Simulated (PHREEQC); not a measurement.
1 kg of water holding 0.019 mol/kgw K2SO4 and 0.23 mol/kgw KCl is evaporated at 25 °C; the solids stay in contact with the brine. CO2 from the air is kept out. Only these solids could form: Arcanite, Misenite, Sylvite.

The series has 28 steps of water left (kg), from 1 to 0.005012.

The numbers come from PHREEQC with the Pitzer model, pitzer.dat.

Question: Which solids form, in which order, and at which step of the series does each first stand?

Answer: Arcanite from water left = 0.09502 kg; Sylvite from water left = 0.04335 kg.
